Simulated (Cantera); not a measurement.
# Equilibrium for silicon etching in halogen gases: Si + HF

Input: 1 mol Si, 9.8 mol HF, held at 0.00133 bar.

Cantera equilibrium calculation (NASA polynomials, part measured and part estimated; ideal gas, pure solids and liquids). Candidate condensed phases: Si; 25 gas species. The tables' values for SiF3, SiF2 are old estimates; treat these amounts as uncertain. The numbers say what is thermodynamically allowed, not how fast it happens.

```
T (°C)   x HF   x H2  x SiF4    x SiF3       x H    x SiF2  x SiHF3      x F
------  -----  -----  ------  --------  --------  --------  -------  -------
1100    0.659  0.227   0.114  0.000114   4.35e-5   8.29e-8  7.08e-6  1.27e-9
1150    0.659  0.227   0.113  0.000246   8.67e-5   3.49e-7  1.07e-5  3.85e-9
1200    0.659  0.227   0.113  0.000501  0.000165   1.33e-6  1.57e-5  1.08e-8
1250    0.660  0.226   0.113  0.000972  0.000301   4.59e-6  2.23e-5  2.84e-8
1300    0.660  0.226   0.112   0.00180  0.000529   1.46e-5  3.09e-5  7.02e-8
1350    0.661  0.225   0.110   0.00317  0.000897   4.26e-5  4.15e-5  1.65e-7
1400    0.662  0.223   0.108   0.00535   0.00147  0.000115  5.41e-5  3.68e-7
1450    0.665  0.220   0.104   0.00858   0.00234  0.000286  6.80e-5  7.88e-7
```
x: gas mole fraction; nothing condenses.

From 1100 °C to 1450 °C nothing is condensed. The main Si-bearing gas is SiF4 throughout.
